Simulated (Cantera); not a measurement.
Input: 1 mol Al2O3, 5.2 mol H2, equilibrated at 1675 K and 1.60 mbar.

These are equilibrium values from Cantera (NASA tables, ideal gas, pure condensed phases), not measurements of a reactor. Candidate condensed phases: Al, Al2O3, H2O; 19 gas species. Rates play no part.

Base state: H2 0.997, H 0.00290, H2O 3.07e-5, Al 1.81e-5 (mole fractions); condensed: Al2O3(s).

What changes in the equilibrium state with this change: pressure from 1.60 mbar to 1.00 bar?


```csv
species,before,after
H2,0.997,1.000
H,0.00290,0.000116
H2O,3.07e-5,2.93e-6
Al,1.81e-5,9.88e-7
"Al2O3(s), mol",1.000,1.000
```
